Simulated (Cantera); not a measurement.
A closed system holds: 1 mol CF₄, 0.43 mol CH₄, a varied amount of H₂, held at 1925 K and 13300 Pa.

Cantera equilibrium calculation (NASA polynomials, part measured and part estimated; ideal gas, pure solids and liquids). Candidate condensed phases: C, C₆H₆, C₇H₈, C₈H₁₈; 95 gas species. The numbers say what is thermodynamically allowed, not how fast it happens.

**Question.** At 2.1 mol H₂, list the 4 most abundant gas species with their mole fractions, and the condensed phases.

**Answer.** HF 0.806, H₂ 0.193, H 0.00115, C₂H₂ (acetylene) 8.83e-5. Condensed: C(graphite).
